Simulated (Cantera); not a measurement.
Input: 1 mol MgCl2, 1.4 mol O2, 3.3 mol N2, 1 mol H2O, at 133 Pa.

Cantera equilibrium calculation (NASA polynomials, part measured and part estimated; ideal gas, pure solids and liquids). Candidate condensed phases: H2O, Mg, MgCl2, MgO, Mg(OH)2, NH4Cl; 38 gas species. Rates play no part. All values below are at 1650 °C.

Base state: N2 0.475, O2 0.171, HCl 0.145, Cl 0.106, H2O 0.0682, MgCl2 0.0193, OH 0.00568, NO 0.00431 (mole fractions); condensed: MgO(s).

### Question
What changes in the equilibrium state with this change: pressure from 133 Pa to 100000 Pa?

### Answer
| species | before | after |
|---|---|---|
| N2 | 0.475 | 0.487 |
| O2 | 0.171 | 0.196 |
| HCl | 0.145 | 0.184 |
| Cl | 0.106 | 0.0294 |
| MgCl2 | 0.0193 | 0.0383 |
| H2O | 0.0682 | 0.0555 |
| Mg | 3.78e-5 | 1.72e-9 |
| H | 0.000688 | 4.19e-6 |
| MgCl | 4.47e-5 | 4.25e-7 |
| MgO(s), mol | 0.866 | 0.742 |
